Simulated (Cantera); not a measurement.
A freely propagating, adiabatic, planar premixed flame of 18.6 % H2, 14.3 % O2, 67.1 % N2, equivalence ratio 0.65, unburnt at 550 K and 10.0 bar; mixture-averaged transport, grid criteria slope 0.08 and curve 0.16, no radiation.

Cantera simulation using the H2/O2 subset of GRI-Mech 3.0, which has no nitrogen chemistry; the numbers are that mechanism's predictions, not measurements. The hydrogen kinetics of GRI-Mech 3.0 are dated; newer H2 mechanisms differ, most at raised pressure. Burning velocities carry a grid error of a few per cent, more on coarse grids. Lean hydrogen flames are cellular in practice and burn faster than this planar one.

x: mole fraction of selected species; z is measured from the peak of heat release.

```tsv
z (mm)	T (K)	u (m/s)	x H2	x O2	x OH	x O	x H2O	x H
-0.148	551	0.736	0.180	0.144	<1e-8	<1e-8	0.000102	<1e-8
-0.0985	558	0.735	0.168	0.146	<1e-8	<1e-8	0.000903	<1e-8
-0.0739	575	0.746	0.153	0.148	<1e-8	<1e-8	0.00331	<1e-8
-0.0492	637	0.806	0.125	0.149	<1e-8	1.15e-8	0.0132	<1e-8
-0.0246	907	1.11	0.0776	0.136	___	5.22e-6	0.0556	5.12e-6
-0.0123	1206	1.47	0.0490	0.115	___	0.000136	0.0996	0.000206
0	1514	1.84	0.0240	0.0890	___	0.000775	0.146	0.000952
0.0123	1701	2.07	0.00991	0.0714	___	0.00121	0.174	0.00112
0.0246	1793	2.18	0.00442	0.0642	___	0.00106	0.186	0.000712
0.0492	1859	2.26	0.00136	0.0608	___	0.000516	0.193	0.000199
0.0985	1886	2.29	0.000317	0.0602	___	0.000145	0.196	2.68e-5
0.197	1894	2.30	7.59e-5	0.0602	___	4.42e-5	0.197	4.03e-6
0.394	1895	2.30	3.60e-5	0.0603	___	2.47e-5	0.197	1.60e-6
```

Question: Complete the blanks.

Answer: 
- -0.0246, x OH: 6.35e-6
- -0.0123, x OH: 0.000230
- 0, x OH: 0.00137
- 0.0123, x OH: 0.00296
- 0.0246, x OH: 0.00358
- 0.0492, x OH: 0.00296
- 0.0985, x OH: 0.00170
- 0.197, x OH: 0.000961
- 0.394, x OH: 0.000725
